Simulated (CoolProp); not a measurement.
Vapour-liquid equilibrium of diethyl ether (1) + benzene (2) at 337.6 K; x and y are mole fractions of (1).

The numbers come from the multi-fluid Helmholtz-energy mixture model, Thol 2014 and Thol 2012; pair parameters Bell 2016 in CoolProp.

```json
[
 {"x": "0.05", "bubble pressure (MPa)": "0.07086", "y at the bubble point": "0.178", "dew pressure at overall composition x (MPa)": "0.06348", "liquid density (mol/L)": "10.55"},
 {"x": "0.2", "bubble pressure (MPa)": "0.1002", "y at the bubble point": "0.503", "dew pressure at overall composition x (MPa)": "0.07227", "liquid density (mol/L)": "10.29"},
 {"x": "0.35", "bubble pressure (MPa)": "0.1297", "y at the bubble point": "0.683", "dew pressure at overall composition x (MPa)": "0.08386", "liquid density (mol/L)": "10.04"},
 {"x": "0.5", "bubble pressure (MPa)": "0.1596", "y at the bubble point": "0.798", "dew pressure at overall composition x (MPa)": "0.09982", "liquid density (mol/L)": "9.783"},
 {"x": "0.65", "bubble pressure (MPa)": "0.1900", "y at the bubble point": "0.879", "dew pressure at overall composition x (MPa)": "0.1231", "liquid density (mol/L)": "9.524"},
 {"x": "0.8", "bubble pressure (MPa)": "0.2211", "y at the bubble point": "0.940", "dew pressure at overall composition x (MPa)": "0.1601", "liquid density (mol/L)": "9.261"},
 {"x": "0.95", "bubble pressure (MPa)": "0.2529", "y at the bubble point": "0.987", "dew pressure at overall composition x (MPa)": "0.2274", "liquid density (mol/L)": "8.989"}
]
```

No azeotrope shows between x = 0.05 and 0.95.

Pair parameters are fitted to limited data, so mixtures are less certain than the pure fluids.
